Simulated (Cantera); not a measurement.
Charge: 1 mol H₂S, a varied amount of O₂, equilibrated at 1023.15 K and 1.50e7 Pa.

Method: chemical equilibrium by Gibbs-energy minimisation in Cantera with the NASA 1993 tables (ideal gas, pure condensed phases). Candidate condensed phases: H₂O, H₂SO₄, S; 19 gas species. The ideal-gas law is rough above about 30 bar. Gases not in the tables: S₃ to S₇. Equilibrium is a limit: real reactors are often held back by kinetics, nucleation or transport.

**Question.** Which condensed phases are stable at each of these points (n(O₂) (mol)): 0.32, 0.4, 0.49, 0.61, 0.76, 0.94, 1.2, 1.4, 1.8, 2.2?

**Answer.** 
```json
[
 {"n(O₂) (mol)": "0.32", "condensed phases": "S(l)"},
 {"n(O₂) (mol)": "0.4", "condensed phases": "S(l)"},
 {"n(O₂) (mol)": "0.49", "condensed phases": "S(l)"},
 {"n(O₂) (mol)": "0.61", "condensed phases": "S(l)"},
 {"n(O₂) (mol)": "0.76", "condensed phases": "S(l)"},
 {"n(O₂) (mol)": "0.94", "condensed phases": "gas only"},
 {"n(O₂) (mol)": "1.2", "condensed phases": "gas only"},
 {"n(O₂) (mol)": "1.4", "condensed phases": "gas only"},
 {"n(O₂) (mol)": "1.8", "condensed phases": "gas only"},
 {"n(O₂) (mol)": "2.2", "condensed phases": "gas only"}
]
```

From 0.32 mol O₂ to 0.76 mol O₂ the condensed part is S(l). From 0.94 mol O₂ to 2.2 mol O₂ nothing is condensed.
